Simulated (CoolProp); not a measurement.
Saturation properties of fluorine (Tc = 144.4 K, pc = 52.40 bar, ω = 0.045).

Values from CoolProp's reference Helmholtz-energy equation of state, de Reuck 1990.

| T (K) | p (bar) | liquid density (kg/m³) | vapour Z |
|---|---|---|---|
| 81.1 | 0.6300 | 1529 | 0.9750 |
| 86.6 | 1.208 | 1491 | 0.9608 |
| 92.1 | … | 1451 | 0.9426 |
| 97.6 | 3.503 | 1409 | … |
| 103.2 | 5.491 | 1364 | 0.8926 |
| 108.7 | 8.148 | … | 0.8607 |
| 114.2 | 11.63 | 1266 | 0.8231 |
| 119.7 | 16.07 | 1211 | 0.7790 |
| 125.2 | 21.61 | 1148 | 0.7265 |
| 130.8 | 28.55 | 1073 | 0.6619 |
| 136.3 | 36.84 | 978.6 | 0.5814 |

Some entries are withheld; supply them.


- 92.1, p (bar): 2.129
- 97.6, vapour Z: 0.9201
- 108.7, liquid density (kg/m³): 1317

It boils at 85.0 K under 1 atm.
